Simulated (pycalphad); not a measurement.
Source of the numbers: pycalphad with the COST 507 light-alloy database (1999); pressure 1 atm. These are 1990s assessments: newer ones move some temperatures and phases. Phase fractions are per mole of atoms.

Task: Give the equilibrium state of B-34.9N (at.%) at 3427 °C.

Result: LIQUID, fraction 0.625, with 0.02 N at.%; GAS, fraction 0.375, with 93.0 N at.%.

Task: Give the equilibrium state of B-34.9N (at.%) at 1102 °C.

Result: BN_HP4, fraction 0.698, with 50.0 N at.%; BETA_RHOMBO_B, fraction 0.302, with no N at.%.

Database names, with the compositions (at.%) that they take in these runs: BN_HP4: B 50 N 50. BETA_RHOMBO_B is β-boron. An entry "none" or "no" means that the model of the phase leaves that element out.
